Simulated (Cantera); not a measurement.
## Adiabatic ignition

An adiabatic, constant-volume homogeneous reactor starts with 7.40 % CH₃OH, 19.5 % O₂, 73.2 % N₂, equivalence ratio 0.57, at 1150 K and 620000 Pa.

Computed with Cantera and GRI-Mech 3.0 (53 species, 325 reactions). GRI-Mech 3.0 was tuned for natural gas; its chemistry of methanol as a main component is partial and can be far from experiment.

```json
[
 {"t (s)": "3.00e-6", "T (K)": "1150", "P (bar)": "6.20", "x CH₃OH": "0.0740", "x O₂": "0.195", "x CH₄": "3.84e-10", "x CH₂CO": "<1e-12", "x CO₂": "6.58e-10", "x NO": "<1e-12", "x CH₂O": "1.13e-8"},
 {"t (s)": "8.66e-6", "T (K)": "1150", "P (bar)": "6.20", "x CH₃OH": "0.0740", "x O₂": "0.195", "x CH₄": "2.69e-9", "x CH₂CO": "<1e-12", "x CO₂": "1.90e-9", "x NO": "<1e-12", "x CH₂O": "3.54e-8"},
 {"t (s)": "2.50e-5", "T (K)": "1150", "P (bar)": "6.20", "x CH₃OH": "0.0740", "x O₂": "0.195", "x CH₄": "1.48e-8", "x CH₂CO": "<1e-12", "x CO₂": "5.49e-9", "x NO": "<1e-12", "x CH₂O": "1.12e-7"},
 {"t (s)": "7.21e-5", "T (K)": "1150", "P (bar)": "6.20", "x CH₃OH": "0.0740", "x O₂": "0.195", "x CH₄": "5.77e-8", "x CH₂CO": "<1e-12", "x CO₂": "1.59e-8", "x NO": "<1e-12", "x CH₂O": "3.47e-7"},
 {"t (s)": "0.000208", "T (K)": "1150", "P (bar)": "6.20", "x CH₃OH": "0.0740", "x O₂": "0.195", "x CH₄": "1.83e-7", "x CH₂CO": "<1e-12", "x CO₂": "4.58e-8", "x NO": "<1e-12", "x CH₂O": "1.04e-6"},
 {"t (s)": "0.000600", "T (K)": "1150", "P (bar)": "6.20", "x CH₃OH": "0.0740", "x O₂": "0.195", "x CH₄": "5.34e-7", "x CH₂CO": "<1e-12", "x CO₂": "1.32e-7", "x NO": "<1e-12", "x CH₂O": "3.42e-6"},
 {"t (s)": "0.00173", "T (K)": "1150", "P (bar)": "6.20", "x CH₃OH": "0.0739", "x O₂": "0.195", "x CH₄": "1.49e-6", "x CH₂CO": "<1e-12", "x CO₂": "3.83e-7", "x NO": "<1e-12", "x CH₂O": "1.98e-5"},
 {"t (s)": "0.00500", "T (K)": "1156", "P (bar)": "6.24", "x CH₃OH": "0.0719", "x O₂": "0.193", "x CH₄": "3.51e-6", "x CH₂CO": "1.31e-11", "x CO₂": "3.19e-6", "x NO": "<1e-12", "x CH₂O": "0.00176"},
 {"t (s)": "0.0144", "T (K)": "2568", "P (bar)": "14.4", "x CH₃OH": "<1e-12", "x O₂": "0.0726", "x CH₄": "<1e-12", "x CH₂CO": "<1e-12", "x CO₂": "0.0675", "x NO": "0.0143", "x CH₂O": "2.21e-11"},
 {"t (s)": "0.0416", "T (K)": "2568", "P (bar)": "14.4", "x CH₃OH": "<1e-12", "x O₂": "0.0726", "x CH₄": "<1e-12", "x CH₂CO": "<1e-12", "x CO₂": "0.0675", "x NO": "0.0143", "x CH₂O": "2.21e-11"},
 {"t (s)": "0.120", "T (K)": "2568", "P (bar)": "14.4", "x CH₃OH": "<1e-12", "x O₂": "0.0726", "x CH₄": "<1e-12", "x CH₂CO": "<1e-12", "x CO₂": "0.0675", "x NO": "0.0143", "x CH₂O": "2.21e-11"},
 {"t (s)": "0.347", "T (K)": "2568", "P (bar)": "14.4", "x CH₃OH": "<1e-12", "x O₂": "0.0726", "x CH₄": "<1e-12", "x CH₂CO": "<1e-12", "x CO₂": "0.0675", "x NO": "0.0143", "x CH₂O": "2.21e-11"},
 {"t (s)": "1.00", "T (K)": "2568", "P (bar)": "14.4", "x CH₃OH": "<1e-12", "x O₂": "0.0726", "x CH₄": "<1e-12", "x CH₂CO": "<1e-12", "x CO₂": "0.0675", "x NO": "0.0143", "x CH₂O": "2.21e-11"}
]
```
x: mole fraction; the columns are a selection and need not sum to one.

```
Property                                                           Value
---------------------------------  -------------------------------------
time of steepest temperature rise                                5.62 ms
temperature at 1.00 s                                             2568 K
equilibrium temperature                                           2568 K
x(CH₃OH) at 1.00 s                 <1e-12 (gas-phase equilibrium <1e-12)
x(O₂) at 1.00 s                    0.0726 (gas-phase equilibrium 0.0726)
x(CH₄) at 1.00 s                   <1e-12 (gas-phase equilibrium <1e-12)
```
